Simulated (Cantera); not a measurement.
Charge: 1 mol SiF4, a varied amount of NH3, at 135 Torr.

These are equilibrium values from Cantera (NASA tables, ideal gas, pure condensed phases), not measurements of a reactor. Candidate condensed phases: Si, Si3N4; 37 gas species. The tables' values for SiF2, SiF3 are old estimates. The numbers say what is thermodynamically allowed, not how fast it happens.

Stable condensed phases, one row left out:

```
T in K \ n(NH3) in mol
         0.15 0.22 0.31 0.46 0.67 0.97  1.4  2.1    3  4.4
   1200     A    A    A    A    A    A    A    B    B    B
   1150     A    A    A    A    A    A    A    B    B    B
   1100     A    A    A    A    A    A    B    B    B    B
   1050     A    A    A    A    A    A    B    B    B    B
   1000     A    A    A    A    A    A    A    B    B    B
    950     A    A    A    A    A    A    A    B    B    B
    900     A    A    A    A    A    A    A    B    B    B
    850     A    A    A    A    A    A    A    A    B    B
    750     A    A    A    A    A    A    A    A    A    A
    700     A    A    A    A    A    A    A    A    A    A
```

A: gas only; B: Si3N4.

Give the row for 800 K.

0.15: gas only; 0.22: gas only; 0.31: gas only; 0.46: gas only; 0.67: gas only; 0.97: gas only; 1.4: gas only; 2.1: gas only; 3: gas only; 4.4: gas only.
